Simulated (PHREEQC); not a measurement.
0.35 g of hydrous ferric oxide (600 m²/g; 0.2 weak and 0.005 strong sites per Fe, Dzombak-Morel constants, diffuse double layer) in 1 kg of water with 0.001 mol/kgw of an inert sodium salt and 3.5e-05 mol MgCl2, at 25 °C; the pH is set by adding NaOH or the inert anion's acid. Oxygen alone is held at its pressure in air (log pO2 = -0.68). The system is closed to CO2. Nothing may precipitate in this run.

All values are PHREEQC results (ion-association model, wateq4f.dat), not measurements.

```json
[
 {"pH": "4", "Mg sorbed (%)": "0.0", "surface charge σ (C/m²)": "0.124", "surface potential ψ (mV)": "208"},
 {"pH": "4.5", "Mg sorbed (%)": "0.0", "surface charge σ (C/m²)": "0.083", "surface potential ψ (mV)": "190"},
 {"pH": "5", "Mg sorbed (%)": "0.0", "surface charge σ (C/m²)": "0.053", "surface potential ψ (mV)": "168"},
 {"pH": "6", "Mg sorbed (%)": "0.0", "surface charge σ (C/m²)": "0.020", "surface potential ψ (mV)": "119"},
 {"pH": "6.5", "Mg sorbed (%)": "0.1", "surface charge σ (C/m²)": "0.011", "surface potential ψ (mV)": "92"},
 {"pH": "7", "Mg sorbed (%)": "1.1", "surface charge σ (C/m²)": "0.006", "surface potential ψ (mV)": "64"},
 {"pH": "7.5", "Mg sorbed (%)": "9.3", "surface charge σ (C/m²)": "0.003", "surface potential ψ (mV)": "36"},
 {"pH": "8", "Mg sorbed (%)": "47.8", "surface charge σ (C/m²)": "0.001", "surface potential ψ (mV)": "9"},
 {"pH": "9", "Mg sorbed (%)": "98.7", "surface charge σ (C/m²)": "-0.004", "surface potential ψ (mV)": "-46"},
 {"pH": "9.5", "Mg sorbed (%)": "99.9", "surface charge σ (C/m²)": "-0.008", "surface potential ψ (mV)": "-75"},
 {"pH": "10", "Mg sorbed (%)": "100.0", "surface charge σ (C/m²)": "-0.015", "surface potential ψ (mV)": "-102"}
]
```
